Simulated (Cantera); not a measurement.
A perfectly stirred reactor is fed with NO : N₂ = 1 : 0.95 (molar parts), at 0.0990 bar; it is held at 1450 K, and followed from long to short residence time.

Detailed kinetics in Cantera: GRI-Mech 3.0 (53 species, 325 reactions).

Q: What does this change do: temperature 1450 to 2025 K?

A: 
| quantity | before | after |
|---|---|---|
| x(NO) at τ = 2.20 s | 0.512 | 0.287 |
| x(O) at τ = 2.20 s | 3.41e-7 | 0.000899 |
| x(N₂O) at τ = 2.20 s | 6.19e-5 | 2.94e-5 |
| x(N₂) at τ = 2.20 s | 0.487 | 0.600 |
| x(NO₂) at τ = 2.20 s | 8.29e-5 | 0.000109 |
| x(NO) at τ = 46.0 ms | 0.513 | 0.507 |
| x(O) at τ = 46.0 ms | 1.15e-7 | 0.000296 |
| x(N₂O) at τ = 46.0 ms | 5.28e-6 | 0.000104 |
| x(N₂) at τ = 46.0 ms | 0.487 | 0.490 |
| x(NO₂) at τ = 46.0 ms | 5.69e-6 | 5.03e-5 |
